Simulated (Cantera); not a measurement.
Input: 1 mol C3H6, 1.8 mol NH3, 0.55 mol H2, equilibrated at 5.10 Torr.

Equilibrium computed with Cantera from the NASA thermochemical tables; the gas is ideal and each condensed phase is pure. Candidate condensed phases: C, C6H6, C7H8, C8H18; 92 gas species. Rates play no part. All values below are at 748 K.

Base state: H2 0.856, N2 0.128, CH4 0.0165, NH3 1.01e-5 (mole fractions); condensed: C(graphite).

### Question
What changes in the equilibrium state with this change: pressure from 5.10 Torr to 645 Torr?

### Answer
| species | before | after |
|---|---|---|
| CH4 | 0.0165 | 0.431 |
| H2 | 0.856 | 0.389 |
| N2 | 0.128 | 0.180 |
| NH3 | 1.01e-5 | 0.000462 |
| C(graphite), mol | 2.88 | 0.848 |
